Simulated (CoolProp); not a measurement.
Hydrogen chloride at several states: fugacity coefficient from the reference equation and from simpler models built on Tc = 51.5 °C, pc = 8314 kPa, ω = 0.130; each cubic takes its own stable root.

Computed with CoolProp (reference Helmholtz-energy equation of state, Thol 2018).

```json
[
 {"T (°C)": "0.55", "p (kPa)": "21000", "phase": "liquid", "reference": "0.1356", "van der Waals": "0.2374", "Peng-Robinson": "0.1403"},
 {"T (°C)": "371.35", "p (kPa)": "22900", "phase": "supercritical", "reference": "0.9295", "van der Waals": "0.8974", "Peng-Robinson": "0.9445"},
 {"T (°C)": "303.75", "p (kPa)": "90.8", "phase": "gas", "reference": "0.9994", "van der Waals": "0.9993", "Peng-Robinson": "0.9994"}
]
```
